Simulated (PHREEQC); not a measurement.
Make-up at 25 °C: 0.041 mol/kgw CdCl2, 0.042 mol/kgw ZnCl2, 0.0023 mol/kgw NaF and 0.013 mol/kgw Na2SO4. Closed to the air; pH follows from the charge balance.

Computed with PHREEQC (ion-association model, phreeqc.dat).

This is a speciation only: nothing precipitates in the calculation.

Problem. Estimate the pH, density, ionic strength.

Solution. pH 5.42; density 1.010 g/cm³; ionic strength 0.186 mol/kgw.

Problem. In which forms is Cd present?

Solution. CdCl+ 62 %, Cd+2 17 %, CdCl2 16 %, CdSO4 2.9 %, CdCl3- 1.3 % of the Cd.
